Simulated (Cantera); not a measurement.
A closed system holds: 1 mol CaO, 0.11 mol O₂, 0.58 mol CO₂, equilibrated at 0.0140 bar.

Cantera equilibrium calculation (NASA polynomials, part measured and part estimated; ideal gas, pure solids and liquids). Candidate condensed phases: C, Ca, CaCO₃, CaO; 15 gas species. Rates play no part.

Task: Which condensed phases are stable at each of these points (T (°C)): 452, 552, 652, 752, 852, 952, 1052, 1152, 1252, 1352, 1452?

Result: 
```json
[
 {"T (°C)": "452", "condensed phases": "CaCO₃(calcite) + CaO(s)", "Ca condensed (%)": "100.0"},
 {"T (°C)": "552", "condensed phases": "CaCO₃(calcite) + CaO(s)", "Ca condensed (%)": "100.0"},
 {"T (°C)": "652", "condensed phases": "CaCO₃(calcite) + CaO(s)", "Ca condensed (%)": "100.0"},
 {"T (°C)": "752", "condensed phases": "CaO(s)", "Ca condensed (%)": "100.0"},
 {"T (°C)": "852", "condensed phases": "CaO(s)", "Ca condensed (%)": "100.0"},
 {"T (°C)": "952", "condensed phases": "CaO(s)", "Ca condensed (%)": "100.0"},
 {"T (°C)": "1052", "condensed phases": "CaO(s)", "Ca condensed (%)": "100.0"},
 {"T (°C)": "1152", "condensed phases": "CaO(s)", "Ca condensed (%)": "100.0"},
 {"T (°C)": "1252", "condensed phases": "CaO(s)", "Ca condensed (%)": "100.0"},
 {"T (°C)": "1352", "condensed phases": "CaO(s)", "Ca condensed (%)": "100.0"},
 {"T (°C)": "1452", "condensed phases": "CaO(s)", "Ca condensed (%)": "100.0"}
]
```

From 452 °C to 652 °C the condensed part is CaCO₃(calcite) + CaO(s). From 752 °C to 1452 °C the condensed part is CaO(s).
